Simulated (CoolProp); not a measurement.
Vapour-liquid equilibrium of m-xylene (1) + n-decane (2) at 0.863 MPa; x and y are mole fractions of (1).

Model: multi-fluid Helmholtz-energy mixture model, Zhou 2012 and Lemmon 2006; pair parameters Bell 2016, in CoolProp.

```json
[
 {"x": "0.05", "bubble temperature (°C)": "279.9", "y at the bubble point": "0.075", "dew temperature at overall composition x (°C)": "280.7", "liquid density (mol/L)": "3.462"},
 {"x": "0.2", "bubble temperature (°C)": "272.6", "y at the bubble point": "0.280", "dew temperature at overall composition x (°C)": "275.5", "liquid density (mol/L)": "3.759"},
 {"x": "0.35", "bubble temperature (°C)": "265.9", "y at the bubble point": "0.459", "dew temperature at overall composition x (°C)": "270.1", "liquid density (mol/L)": "4.083"},
 {"x": "0.5", "bubble temperature (°C)": "259.7", "y at the bubble point": "0.615", "dew temperature at overall composition x (°C)": "264.3", "liquid density (mol/L)": "4.442"},
 {"x": "0.65", "bubble temperature (°C)": "253.9", "y at the bubble point": "0.750", "dew temperature at overall composition x (°C)": "258.3", "liquid density (mol/L)": "4.843"},
 {"x": "0.8", "bubble temperature (°C)": "248.5", "y at the bubble point": "0.868", "dew temperature at overall composition x (°C)": "251.7", "liquid density (mol/L)": "5.296"},
 {"x": "0.95", "bubble temperature (°C)": "243.4", "y at the bubble point": "0.970", "dew temperature at overall composition x (°C)": "244.4", "liquid density (mol/L)": "5.810"}
]
```

No azeotrope shows between x = 0.05 and 0.95.

The pair parameters rest on a limited set of measurements; away from them the model extrapolates.
